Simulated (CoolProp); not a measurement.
Vapour-liquid equilibrium of ethylbenzene (1) + p-xylene (2) at 0.301 bar; x and y are mole fractions of (1).

Values from CoolProp's multi-fluid Helmholtz-energy mixture model, Zhou 2012 and Zhou 2012; pair parameters Bell 2016.

| x | bubble temperature, mixture model (K) | bubble temperature, Raoult's law (K) | y, mixture model | y, Raoult's law |
|---|---|---|---|---|
| 0.05 | 371.1 | 371.2 | 0.055 | 0.053 |
| 0.15 | 370.8 | 371.0 | 0.161 | 0.159 |
| 0.25 | 370.6 | 370.8 | 0.264 | 0.263 |
| 0.35 | 370.4 | 370.6 | 0.366 | 0.365 |
| 0.45 | 370.2 | 370.4 | 0.465 | 0.467 |
| 0.55 | 370.0 | 370.2 | 0.564 | 0.566 |
| 0.65 | 369.9 | 370.0 | 0.662 | 0.665 |
| 0.75 | 369.7 | 369.8 | 0.760 | 0.762 |
| 0.85 | 369.5 | 369.6 | 0.856 | 0.858 |
| 0.95 | 369.4 | 369.4 | 0.952 | 0.953 |

The largest gap from Raoult's law is -0.2 K in bubble temperature, at x = 0.35. No azeotrope shows between x = 0.05 and 0.95.

The pair parameters rest on a limited set of measurements; away from them the model extrapolates.
